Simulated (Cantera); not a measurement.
A freely propagating, adiabatic, planar premixed flame of 19.3 % H2, 16.9 % O2, 63.7 % N2, equivalence ratio 0.57, unburnt at 525 K and 0.553 atm; mixture-averaged transport, grid criteria slope 0.08 and curve 0.16, no radiation.

Computed with Cantera and the H2/O2 subset of GRI-Mech 3.0, which has no nitrogen chemistry. Burning velocities carry a grid error of a few per cent, more on coarse grids. Lean hydrogen flames are cellular in practice and burn faster than this planar one.

x: mole fraction of selected species; z is measured from the peak of heat release.

```
z (mm)  T (K)  u (m/s)     x H2    x O2       x H       x O      x OH     x HO2
------  -----  -------  -------  ------  --------  --------  --------  --------
-2.56     525     3.03    0.193   0.169     <1e-8     <1e-8     <1e-8     <1e-8
-1.71     525     3.02    0.193   0.169     <1e-8     <1e-8     <1e-8     <1e-8
-1.28     525     3.02    0.193   0.169     <1e-8     <1e-8     <1e-8   1.39e-8
-0.854    525     3.02    0.192   0.170   1.47e-8   1.77e-8     <1e-8   1.46e-6
-0.427    558     3.17    0.179   0.171   9.78e-5   9.38e-6   6.57e-5  0.000205
-0.214    770     4.26    0.143   0.166   0.00296  0.000277  0.000608  0.000145
0        1115     6.03   0.0769   0.137    0.0144   0.00380   0.00234   7.20e-5
0.214    1375     7.37   0.0277  0.0999    0.0210   0.00966   0.00624   4.22e-5
0.427     ___     8.08      ___  0.0865       ___       ___       ___       ___
0.854    1651     8.76      ___  0.0820       ___       ___   0.00987       ___
1.71     1772     9.33  0.00690  0.0804   0.00557   0.00632   0.00981   1.44e-5
3.42     1860     9.74  0.00388  0.0799   0.00210   0.00346   0.00828   8.25e-6
6.83     1913     9.99  0.00175  0.0802  0.000591   0.00153   0.00595   4.12e-6
```

Question: Complete the blanks.

Answer: 
- 0.427, T (K): 1513
- 0.427, x H2: 0.0143
- 0.427, x H: 0.0181
- 0.427, x O: 0.0112
- 0.427, x OH: 0.00849
- 0.427, x HO2: 3.05e-5
- 0.854, x H2: 0.00998
- 0.854, x H: 0.0114
- 0.854, x O: 0.00945
- 0.854, x HO2: 2.17e-5
